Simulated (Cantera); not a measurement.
What does this Cantera script print?

```python
import numpy as np
import cantera as ct

gas_names = [...]  # 130 gases of nasa_gas.yaml made of C, H, Mg, O, S
cond_names = """
    C(gr) C6H6(L) C7H8(L) C8H18(L),n-octa H2O(s) H2O(L) H2SO4(L) Mg(cr) Mg(L) MgCO3(s) MgO(s) MgO(L)
    MgO2H2(s) MgS(s) MgSO4(s) MgSO4(L) S(cr1) S(cr2) S(L)
""".split()


# ... load() reads the species with a 1 bar reference pressure and builds the phases ...
atoms = {
    'MgCO3': {'Mg': 1, 'C': 1, 'O': 3},
    'SO3': {'S': 1, 'O': 3},
    'H2O': {'H': 2, 'O': 1},
}
top_T = {'C(gr)': 4500, 'MgS(s)': 2250}  # K; cautious upper limits of use, not melting points


# ... equilibrate(T, P, feed) seeds the gas with the atoms and calls Mixture.equilibrate('TP', solver="vcs", rtol=1e-11, max_steps=5000) ...
results = []
feed = {'MgCO3': 1, 'SO3': 2.3, 'H2O': 3.7}  # mol
P = 13332.2  # Pa
for T in [600, 700, 800, 900, 1000, 1100, 1200, 1300, 1400, 1500]:
    mix = equilibrate(T, P, feed)
    results.append((T, P, feed, dict(zip(mix.species_names, mix.species_moles))))

top = {s: max(r[3][s] / sum(r[3][g] for g in gas_names) for r in results) for s in gas_names}
cols = sorted((s for s in top if top[s] > 1e-05), key=lambda s: -top[s])[:7]
seen = [c for c in cond_names if any(r[3].get(c, 0) > 1e-12 for r in results)]
print("log10 of partial pressures in bar; condensed amounts in mol")
print(f"{'T/K':>10s}" + "".join(f"{s[:9]:>10s}" for s in cols + seen))
for T, P, feed, n in results:
    ng = sum(n[g] for g in gas_names)
    print(f"{T:10.4g}" + "".join(f"{np.log10(max(n[s] / ng * P / 1e5, 1e-99)):10.3f}" for s in cols)
          + "".join(f"{n.get(c, 0):10.4g}" for c in seen))
```

Result:

```
log10 of partial pressures in bar; condensed amounts in mol
       T/K       H2O       SO2       SO3       CO2        O2     H2SO4        OH    MgO(s)  MgSO4(s)
       600    -1.109    -3.496    -1.708    -1.618    -3.797    -1.943   -13.417         0         1
       700    -1.091    -2.602    -1.597    -1.654    -2.903    -2.992   -11.173         0         1
       800    -1.099    -2.067    -1.714    -1.667    -2.368    -3.989    -9.532         0         1
       900    -1.113    -1.775    -1.988    -1.681    -2.076    -4.945    -8.288         0         1
      1000    -1.123    -1.653    -2.373    -1.691    -1.954    -5.864    -7.320         0         1
      1100    -1.127    -1.610    -2.772    -1.695    -1.911    -6.689    -6.539         0         1
      1200    -1.215    -1.439    -2.898    -1.783    -1.740    -7.250    -5.897    0.9868   0.01316
      1300    -1.217    -1.431    -3.210    -1.785    -1.732    -7.850    -5.351         1         0
      1400    -1.218    -1.428    -3.482    -1.786    -1.729    -8.364    -4.883         1         0
      1500    -1.218    -1.426    -3.718    -1.786    -1.728    -8.806    -4.478         1         0
```

Cantera equilibrium calculation (NASA polynomials, part measured and part estimated; ideal gas, pure solids and liquids). Mutual solubility and eutectic melting of coexisting phases are not modelled.
